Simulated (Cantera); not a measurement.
An isothermal, constant-pressure homogeneous reactor starts with 0.160 % CO, 2.44 % O2, 3.57 % H2O, 93.8 % N2, at 1475 K and 10.0 bar.

Cantera simulation using GRI-Mech 3.0 (53 species, 325 reactions); the numbers are that mechanism's predictions, not measurements.

Task: Predict: x(CO) at 80.0 s; x(O2) at 80.0 s; x(H2O) at 80.0 s; x(NO) at 80.0 s; x(OH) at 80.0 s; x(N2O) at 80.0 s; x(H2) at 80.0 s.

Result: 
```
Item                                                 Value
----------------  ----------------------------------------
x(CO) at 80.0 s    1.11e-8 (gas-phase equilibrium 1.11e-8)
x(O2) at 80.0 s      0.0236 (gas-phase equilibrium 0.0234)
x(H2O) at 80.0 s     0.0357 (gas-phase equilibrium 0.0357)
x(NO) at 80.0 s   2.96e-6 (gas-phase equilibrium 0.000396)
x(OH) at 80.0 s    1.22e-5 (gas-phase equilibrium 1.22e-5)
x(N2O) at 80.0 s   8.48e-8 (gas-phase equilibrium 8.45e-8)
x(H2) at 80.0 s    9.95e-8 (gas-phase equilibrium 9.99e-8)
```
